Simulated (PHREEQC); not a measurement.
Na2CO3 is added in steps, without added water, to 1 kg of water holding 18 mmol/kgw Cu(NO3)2 and 0.36 mmol/kgw HCl, at 25 °C. Oxygen alone is held at its pressure in air (log pO2 = -0.68). The system is closed to CO2. Solids allowed: Cu(OH)2, Malachite, Atacamite, Cu2(OH)3NO3, Halite, Nahcolite, Natron. Others were left out.

Base run: PHREEQC, ion-association model, wateq4f.dat. Each further column changes one thing. The table gives pH.

```
Na2CO3 added (mol)  base  temperature from 25 to 5 °C  HCl left out  Cu(NO3)2 replaced by Ni(NO3)2 at the same molality  no solid may form
------------------  ----  ---------------------------  ------------  --------------------------------------------------  -----------------
0                   3.51                         3.51          4.61                                                3.51               3.51
0.00675             4.63                         4.92          4.63                                                6.54               6.17
0.0135              4.74                         5.03          4.74                                                6.69               6.78
0.02025             6.04                         6.21          6.09                                                7.03               7.50
0.027               7.80                          [?]          8.09                                                7.55               8.13
0.03375             9.42                         9.76          9.46                                                 [?]                [?]
0.0405              9.70                        10.05          9.72                                                9.03               9.24
0.04725             9.85                        10.21          9.87                                                9.38               9.53
0.054               9.96                        10.31          9.97                                                9.56               9.70
```

Task: What belongs in the gaps?

Result: 
- 0.027, temperature from 25 to 5 °C: 8.00
- 0.03375, Cu(NO3)2 replaced by Ni(NO3)2 at the same molality: 8.20
- 0.03375, no solid may form: 8.71

The database's constant for dissolved Cu(OH)2 is higher than later reviews accept. Constants without temperature data keep their 25 °C values here. The database's nickel carbonate constants are estimates that later reviews lower a good deal. The database's Ni(OH)2 is the aged solid; a fresh precipitate is more soluble. In at least one series the solution becomes supersaturated in solids that the run did not let form, among them Cu(OH)2, Malachite, Atacamite, Cu2(OH)3NO3. Solids allowed in the column 'HCl left out': Cu(OH)2, Malachite, Cu2(OH)3NO3, Nahcolite, Natron. Solids allowed in the column 'Cu(NO3)2 replaced by Ni(NO3)2 at the same molality': Ni(OH)2, NiCO3, Halite, Nahcolite, Natron.
